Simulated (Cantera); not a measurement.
Cantera with NASA thermochemical tables; ideal gases at 1 bar, condensed phases pure. Values are per mole of reaction as written; species without (g) are pure solids or liquids, kept so even where they would boil at 1 bar.

2 Ta2O5 + 5 N(g) ⇌ 4 Ta + 5 NO2(g), with ΔH° = 1899.4 kJ and ΔS° = 313.3 J/K at 300 K.

How far is the shortcut ΔG° ≈ ΔH°(300 K) − T·ΔS°(300 K) from the full temperature-dependent value at 1950, 2000, 2050, 2100, 2150, 2200, 2250, 2300, 2350, 2400, 2450 K?


```json
[
 {"T (K)": "1950", "shortcut (kJ)": "1288.4", "full (kJ)": "1472.9", "difference (kJ)": "-184.5", "difference in log10 K": "4.94", "condensed phases": "Ta2O5(s), Ta(s)"},
 {"T (K)": "2000", "shortcut (kJ)": "1272.7", "full (kJ)": "1465.9", "difference (kJ)": "-193.1", "difference in log10 K": "5.04", "condensed phases": "Ta2O5(s), Ta(s)"},
 {"T (K)": "2050", "shortcut (kJ)": "1257.1", "full (kJ)": "1459.0", "difference (kJ)": "-201.9", "difference in log10 K": "5.14", "condensed phases": "Ta2O5(s), Ta(s)"},
 {"T (K)": "2100", "shortcut (kJ)": "1241.4", "full (kJ)": "1457.1", "difference (kJ)": "-215.7", "difference in log10 K": "5.36", "condensed phases": "Ta2O5(l), Ta(s)"},
 {"T (K)": "2150", "shortcut (kJ)": "1225.7", "full (kJ)": "1456.3", "difference (kJ)": "-230.6", "difference in log10 K": "5.60", "condensed phases": "Ta2O5(l), Ta(s)"},
 {"T (K)": "2200", "shortcut (kJ)": "1210.1", "full (kJ)": "1455.8", "difference (kJ)": "-245.7", "difference in log10 K": "5.83", "condensed phases": "Ta2O5(l), Ta(s)"},
 {"T (K)": "2250", "shortcut (kJ)": "1194.4", "full (kJ)": "1455.4", "difference (kJ)": "-261.0", "difference in log10 K": "6.06", "condensed phases": "Ta2O5(l), Ta(s)"},
 {"T (K)": "2300", "shortcut (kJ)": "1178.7", "full (kJ)": "1455.2", "difference (kJ)": "-276.5", "difference in log10 K": "6.28", "condensed phases": "Ta2O5(l), Ta(s)"},
 {"T (K)": "2350", "shortcut (kJ)": "1163.1", "full (kJ)": "1455.2", "difference (kJ)": "-292.2", "difference in log10 K": "6.49", "condensed phases": "Ta2O5(l), Ta(s)"},
 {"T (K)": "2400", "shortcut (kJ)": "1147.4", "full (kJ)": "1455.4", "difference (kJ)": "-308.0", "difference in log10 K": "6.70", "condensed phases": "Ta2O5(l), Ta(s)"},
 {"T (K)": "2450", "shortcut (kJ)": "1131.7", "full (kJ)": "1455.7", "difference (kJ)": "-324.0", "difference in log10 K": "6.91", "condensed phases": "Ta2O5(l), Ta(s)"}
]
```
The shortcut ignores heat capacities and the phase changes listed.
